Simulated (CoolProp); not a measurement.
Aqueous sodium chloride as a coolant, at 1 °C, 1 atm.

The numbers come from the Melinder's fits for secondary coolants in CoolProp.

| mass % | freezing point (°C) | density (kg/m³) | conductivity (W/(m K)) | cp (kJ/(kg K)) | Prandtl number |
|---|---|---|---|---|---|
| 4.8 | -2.9 | 1036 | 0.560 | 3.923 | 12.8 |
| 6.6 | -4.1 | ___ | ___ | 3.834 | 12.9 |
| 8.3 | -5.3 | 1063 | 0.558 | 3.759 | ___ |
| 10.1 | -6.6 | 1077 | 0.557 | ___ | 13.3 |
| 11.9 | -8.1 | 1091 | 0.556 | 3.621 | 13.6 |
| 13.6 | -9.6 | 1105 | ___ | 3.564 | 14.0 |
| 15.4 | -11.3 | 1119 | 0.553 | 3.509 | 14.5 |
| 17.1 | ___ | 1133 | 0.552 | 3.461 | 15.0 |
| 18.9 | -15.1 | 1147 | ___ | 3.413 | 15.6 |

Fill in the missing entries.


- 6.6, density (kg/m³): 1050
- 6.6, conductivity (W/(m K)): 0.559
- 8.3, Prandtl number: 13.1
- 10.1, cp (kJ/(kg K)): 3.686
- 13.6, conductivity (W/(m K)): 0.555
- 17.1, freezing point (°C): -13.1
- 18.9, conductivity (W/(m K)): 0.550
